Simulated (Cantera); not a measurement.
Adiabatic ignition

An adiabatic, constant-volume homogeneous reactor starts with CH3OH : O2 : N2 = 1 : 2.46 : 21.1 (molar parts), equivalence ratio 0.61, at 1198 K and 9.87 atm.

Cantera simulation using GRI-Mech 3.0 (53 species, 325 reactions); the numbers are that mechanism's predictions, not measurements. GRI-Mech 3.0 was tuned for natural gas; its chemistry of methanol as a main component is partial and can be far from experiment.

| t (s) | T (K) | P (bar) | x CH3OH | x O2 | x NO | x HCN | x CH2O | x C2H2 |
|---|---|---|---|---|---|---|---|---|
| 1.00e-6 | 1198 | 10.0 | 0.0407 | 0.100 | <1e-12 | <1e-12 | 1.15e-8 | <1e-12 |
| 2.76e-6 | 1198 | 10.0 | 0.0407 | 0.100 | <1e-12 | <1e-12 | 3.45e-8 | <1e-12 |
| 7.59e-6 | 1198 | 10.0 | 0.0407 | 0.100 | <1e-12 | <1e-12 | 1.03e-7 | <1e-12 |
| 2.09e-5 | 1198 | 10.0 | 0.0407 | 0.100 | <1e-12 | <1e-12 | 3.10e-7 | <1e-12 |
| 5.76e-5 | 1198 | 10.0 | 0.0407 | 0.100 | <1e-12 | <1e-12 | 9.24e-7 | <1e-12 |
| 0.000159 | 1198 | 10.0 | 0.0407 | 0.100 | <1e-12 | <1e-12 | 2.79e-6 | <1e-12 |
| 0.000437 | 1198 | 10.0 | 0.0407 | 0.100 | <1e-12 | <1e-12 | 1.12e-5 | <1e-12 |
| 0.00120 | 1198 | 10.0 | 0.0406 | 0.100 | <1e-12 | <1e-12 | 0.000132 | <1e-12 |
| 0.00332 | 2126 | 18.1 | <1e-12 | 0.0381 | 4.59e-5 | <1e-12 | <1e-12 | <1e-12 |
| 0.00915 | 2126 | 18.1 | <1e-12 | 0.0380 | 0.000220 | <1e-12 | <1e-12 | <1e-12 |
| 0.0252 | 2124 | 18.1 | <1e-12 | 0.0378 | 0.000670 | <1e-12 | <1e-12 | <1e-12 |
| 0.0694 | 2121 | 18.1 | <1e-12 | 0.0373 | 0.00170 | <1e-12 | <1e-12 | <1e-12 |
| 0.191 | 2117 | 18.0 | <1e-12 | 0.0365 | 0.00333 | <1e-12 | <1e-12 | <1e-12 |
| 0.527 | 2114 | 18.0 | <1e-12 | 0.0360 | 0.00433 | <1e-12 | <1e-12 | <1e-12 |
| 1.45 | 2113 | 18.0 | <1e-12 | 0.0359 | 0.00441 | <1e-12 | <1e-12 | <1e-12 |
| 4.00 | 2113 | 18.0 | <1e-12 | 0.0359 | 0.00441 | <1e-12 | <1e-12 | <1e-12 |
x: mole fraction; the columns are a selection and need not sum to one.

time of steepest temperature rise: 2.14 ms
temperature at 4.00 s: 2113 K
equilibrium temperature: 2113 K
x(CH3OH) at 4.00 s: <1e-12 (gas-phase equilibrium <1e-12)
x(O2) at 4.00 s: 0.0359 (gas-phase equilibrium 0.0359)
x(NO) at 4.00 s: 0.00441 (gas-phase equilibrium 0.00441)
